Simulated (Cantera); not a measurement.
Input (Python, Cantera) and output of one run.

```python
import numpy as np
import cantera as ct

gas_names = [...]  # 109 gases of nasa_gas.yaml made of C, Cl, H, Si
cond_names = """
    C(gr) C6H6(L) C7H8(L) C8H18(L),n-octa Si(cr) Si(L) SiC(b)
""".split()


# ... load() reads the species with a 1 bar reference pressure and builds the phases ...
atoms = {
    'SiH2Cl2': {'Si': 1, 'H': 2, 'CL': 2},
    'C2H2': {'C': 2, 'H': 2},
    'H2': {'H': 2},
    'C3H8': {'C': 3, 'H': 8},
}
top_T = {'C(gr)': 4500, 'SiC(b)': 3050}  # K; cautious upper limits of use, not melting points


# ... equilibrate(T, P, feed) seeds the gas with the atoms and calls Mixture.equilibrate('TP', solver="vcs", rtol=1e-11, max_steps=5000) ...
results = []
feed = {'SiH2Cl2': 1, 'C2H2': 0.046, 'H2': 1300, 'C3H8': 0.074}  # mol
P = 10000  # Pa
for T in [1375, 1475, 1575, 1675, 1775, 1875, 1975, 2075, 2175, 2275, 2375, 2475, 2575]:
    mix = equilibrate(T, P, feed)
    results.append((T, P, feed, dict(zip(mix.species_names, mix.species_moles))))

top = {s: max(r[3][s] / sum(r[3][g] for g in gas_names) for r in results) for s in gas_names}
cols = sorted((s for s in top if top[s] > 0.0001), key=lambda s: -top[s])[:5]
seen = [c for c in cond_names if any(r[3].get(c, 0) > 1e-12 for r in results)]
print("log10 of partial pressures in bar; condensed amounts in mol")
print(f"{'T/K':>10s}" + "".join(f"{s[:9]:>10s}" for s in cols + seen))
for T, P, feed, n in results:
    ng = sum(n[g] for g in gas_names)
    print(f"{T:10.4g}" + "".join(f"{np.log10(max(n[s] / ng * P / 1e5, 1e-99)):10.3f}" for s in cols)
          + "".join(f"{n.get(c, 0):10.4g}" for c in seen))
```

It prints:

```
log10 of partial pressures in bar; condensed amounts in mol
       T/K        H2         H       HCL        Si C2H2,acet    Si(cr)     Si(L)    SiC(b)
      1375    -1.001    -5.965    -3.818    -9.387   -11.488    0.6793         0    0.3112
      1475    -1.001    -5.387    -3.818    -8.240   -10.538    0.6771         0    0.3115
      1575    -1.001    -4.882    -3.818    -7.241    -9.709    0.6715         0    0.3117
      1675    -1.001    -4.436    -3.819    -6.363    -8.980    0.6531         0    0.3118
      1775    -1.001    -4.039    -3.819    -5.659    -8.185         0    0.6043    0.3112
      1875    -1.002    -3.684    -3.819    -5.043    -7.451         0    0.4564    0.3085
      1975    -1.003    -3.365    -3.821    -4.490    -6.794         0   0.02054    0.2961
      2075    -1.005    -3.077    -3.821    -4.366    -5.452         0         0    0.1899
      2175    -1.008    -2.815    -3.824    -4.233    -4.974         0         0         0
      2275    -1.013    -2.577    -3.829    -4.201    -4.955         0         0         0
      2375    -1.020    -2.361    -3.838    -4.185    -4.951         0         0         0
      2475    -1.032    -2.164    -3.852    -4.177    -4.954         0         0         0
      2575    -1.049    -1.985    -3.871    -4.176    -4.962         0         0         0
```

Method: chemical equilibrium by Gibbs-energy minimisation in Cantera with the NASA 1993 tables (ideal gas, pure condensed phases). Mutual solubility and eutectic melting of coexisting phases are not modelled. Gases not in the tables: Si2H6 and higher silanes.
